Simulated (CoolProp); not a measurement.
CH3F (R41) along the isotherm 361.4 K: fugacity coefficient from the reference equation and from simpler models built on Tc = 317.3 K, pc = 59.06 bar, ω = 0.200; each cubic takes its own stable root.

The numbers come from the reference Helmholtz-energy equation of state, Lemmon 2006 in CoolProp. It is a short technical equation, of lower accuracy than the large ones.

| p (bar) | phase | reference | van der Waals | Soave-Redlich-Kwong | Peng-Robinson |
|---|---|---|---|---|---|
| 2.68 | gas | 0.9884 | 0.9902 | 0.9901 | 0.9886 |
| 5.37 | gas | 0.9769 | 0.9805 | 0.9802 | 0.9772 |
| 8.05 | gas | 0.9655 | 0.9707 | 0.9704 | 0.9660 |
| 10.7 | gas | … | 0.9612 | 0.9607 | 0.9550 |
| 13.4 | gas | 0.9430 | 0.9514 | … | … |
| 16.1 | gas | 0.9319 | 0.9417 | 0.9412 | 0.9328 |
| 18.8 | gas | 0.9208 | 0.9320 | 0.9316 | 0.9219 |
| 21.5 | gas | 0.9098 | 0.9223 | 0.9220 | 0.9111 |
| 24.2 | gas | 0.8988 | 0.9126 | 0.9124 | 0.9003 |
| 26.8 | gas | 0.8884 | 0.9033 | 0.9033 | 0.8901 |
| 29.5 | gas | 0.8777 | 0.8937 | 0.8938 | 0.8795 |

Question: What belongs in the gaps?

Answer: 
- 10.7, reference: 0.9543
- 13.4, Soave-Redlich-Kwong: 0.9509
- 13.4, Peng-Robinson: 0.9438
